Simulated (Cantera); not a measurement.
Equilibrium for roasting and sulfation: MgCO3 + SO3 + H2O + O2

Feed: 1 mol MgCO3, 0.31 mol SO3, 0.069 mol H2O, 1.3 mol O2, held at 1850 K and 39.8 Torr.

These are equilibrium values from Cantera (NASA tables, ideal gas, pure condensed phases), not measurements of a reactor. Candidate condensed phases: C, C6H6, C7H8, C8H18, H2O, H2SO4, Mg, MgCO3, MgO, Mg(OH)2, MgS, MgSO4, S; 130 gas species. Kinetics and transport are ignored.

```yaml
x(O2): 0.513
x(CO2): 0.352
x(SO2): 0.109
x(H2O): 0.0237
x(OH): 0.00117
x(CO): 0.000727
x(O): 0.000600
x(SO3): 0.000160
x(SO): 2.26e-5
n(MgO(s)): 1.000 mol
gas_amount: 2.837 mol
log10 activity of S(l) (absent): -8.56
log10 activity of Mg(l) (absent): -10.37
log10 activity of C(graphite) (absent): -11.35
```
